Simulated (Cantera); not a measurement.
What does this Cantera script print?

```python
import numpy as np
import cantera as ct

gas_names = """
    B BH BH2 BH3 BN BO BO2 B2 B2O B2O2 B2O3 B3O3H3 H HBO HBO2 HNO HNO2 HNO3 HO2 H2 H2O H2O2 H3B3O6 N NH
    NH2 NH3 NH2OH NO NO2 NO3 N2 N2H2 N2H4 N2O O OH O2 O3
""".split()
cond_names = """
    B(b) B(L) BN(s) B2O3(L) B3O3H3(cr) H2O(s) H2O(L)
""".split()


# ... load() reads the species with a 1 bar reference pressure and builds the phases ...
atoms = {
    'BN': {'B': 1, 'N': 1},
    'O2': {'O': 2},
    'H2': {'H': 2},
    'H2O': {'H': 2, 'O': 1},
}
top_T = {'BN(s)': 3200}  # K; cautious upper limits of use, not melting points


# ... equilibrate(T, P, feed) seeds the gas with the atoms and calls Mixture.equilibrate('TP', solver="vcs", rtol=1e-11, max_steps=5000) ...
results = []
feed = {'BN': 1, 'O2': 0.17, 'H2': 15, 'H2O': 2.2}  # mol
T = 1725  # K
P = 10000  # Pa
mix = equilibrate(T, P, feed)
results.append((T, P, feed, dict(zip(mix.species_names, mix.species_moles))))
x = sorted(zip(gas.X, gas.species_names), reverse=True)
print(f"T = {T:g} K  P = {P:g} Pa  gas = {mix.phase_moles(0):.4g} mol")
print("   x: " + "  ".join(f"{s} {v:.3e}" for v, s in x if v > 0.001))
print("   condensed (mol): " + ("  ".join(f"{mix.phase(i).name} {mix.phase_moles(i):.4g}"
      for i in range(1, mix.n_phases) if mix.phase_moles(i) > 1e-12) or "none"))
```

It prints:

```
T = 1725 K  P = 10000 Pa  gas = 18.21 mol
   x: H2 8.853e-01  HBO2 4.542e-02  H2O 3.549e-02  N2 2.746e-02  B2O3 3.679e-03  HBO 2.079e-03
   condensed (mol): none
```

Method: chemical equilibrium by Gibbs-energy minimisation in Cantera with the NASA 1993 tables (ideal gas, pure condensed phases).
